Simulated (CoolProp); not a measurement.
The fluid at 356.89 K and 0.575 MPa flows at 0.093 m/s in a round tube of 1 mm bore and 1.5 µm roughness, fully developed (64/Re and Nu = 3.66 if laminar; Colebrook and Gnielinski if turbulent). The same conditions are run with several fluids, on thermodynamics alone (safety and materials aside).

Model: reference Helmholtz-energy equation of state of each fluid (nitrogen: Span 2000; R227EA: Lemmon 2016; propylene: Lemmon 2013; isobutane: Bücker 2006; oxygen: Schmidt 1985), in CoolProp.

```tsv
fluid	Reynolds number	Darcy friction factor	pressure drop (Pa/m)	heat-transfer coefficient (W/(m² K))	mass flow (kg/h)
nitrogen	24.6	2.60	60.9	110	0.00143
R227EA	?	0.268	41.7	66.6	0.00947
propylene	?	0.833	30.8	88.4	0.00225
isobutane	128	?	26.7	?	0.00325
oxygen	?	2.64	70.7	114	0.00163
```

Q: Fill in the missing entries.

A: 
- R227EA, Reynolds number: 239
- propylene, Reynolds number: 76.8
- isobutane, Darcy friction factor: 0.500
- isobutane, heat-transfer coefficient (W/(m² K)): 86.6
- oxygen, Reynolds number: 24.3

Above 300 K oxygen's equation is extrapolated.

Transport values come from each fluid's own correlations; those of R227EA, propylene are estimates that may be off by 10 % or more.
